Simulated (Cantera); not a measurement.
A freely propagating, adiabatic, planar premixed flame of CH₄ : H₂ : O₂ : N₂ = 1 : 0.036 : 1.68 : 6.32 (molar parts), unburnt at 525 K and 2.27 atm; mixture-averaged transport, grid criteria slope 0.08 and curve 0.16, no radiation.

Computed with Cantera and GRI-Mech 3.0 (53 species, 325 reactions). Burning velocities carry a grid error of a few per cent, more on coarse grids.

### Question
What does this change do: 0.064 parts CO2 added?

### Answer
```json
[
 {"quantity": "laminar burning velocity", "before": "70.2 cm/s", "after": "66.5 cm/s"},
 {"quantity": "thermal thickness", "before": "0.194 mm", "after": "0.201 mm"},
 {"quantity": "peak x(HCO)", "before": "3.84e-5", "after": "3.58e-5"},
 {"quantity": "peak x(HO₂)", "before": "0.000160", "after": "0.000154"},
 {"quantity": "peak x(C₂H₆)", "before": "0.00132", "after": "0.00130"}
]
```

### Question
What does this change do: inlet temperature 525 to 325 K?

### Answer
```csv
quantity,before,after
laminar burning velocity,70.2 cm/s,27.3 cm/s
thermal thickness,0.194 mm,0.265 mm
peak x(HCO),3.84e-5,2.11e-5
peak x(HO₂),0.000160,0.000130
peak x(C₂H₆),0.00132,0.00115
```
